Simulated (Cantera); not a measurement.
An adiabatic, constant-pressure homogeneous reactor starts with 3.54 % CH4, 20.2 % O2, 76.2 % N2, equivalence ratio 0.35, at 1625 K and 3.40 bar.

Computed with Cantera and GRI-Mech 3.0 (53 species, 325 reactions).

Question: Predict: time of steepest temperature rise; temperature at 9.00 s; equilibrium temperature; x(O2) at 9.00 s; x(HO2) at 9.00 s; x(N2O) at 9.00 s.

Answer: 
| Item | Value |
|---|---|
| time of steepest temperature rise | 0.115 ms |
| temperature at 9.00 s | 2315 K |
| equilibrium temperature | 2315 K |
| x(O2) at 9.00 s | 0.124 (gas-phase equilibrium 0.124) |
| x(HO2) at 9.00 s | 6.43e-6 (gas-phase equilibrium 6.43e-6) |
| x(N2O) at 9.00 s | 1.22e-6 (gas-phase equilibrium 1.22e-6) |
